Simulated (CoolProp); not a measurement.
Values from CoolProp's reference Helmholtz-energy equation of state, Lemmon 2009.

**Question.** Give the vapour pressure (kPa), vapour density (kg/m³), surface tension (mN/m), vapour viscosity (µPa s) of saturated propane at 300.9 K.

**Answer.** 
```
T (K)  p (kPa)  vapour density (kg/m³)  surface tension (mN/m)  vapour viscosity (µPa s)
-----  -------  ----------------------  ----------------------  ------------------------
300.9     1020                    22.1                    6.69                      8.37
```

Viscosity comes from a separate model (Vogel 1998). Surface tension comes from a separate correlation (Mulero 2012).
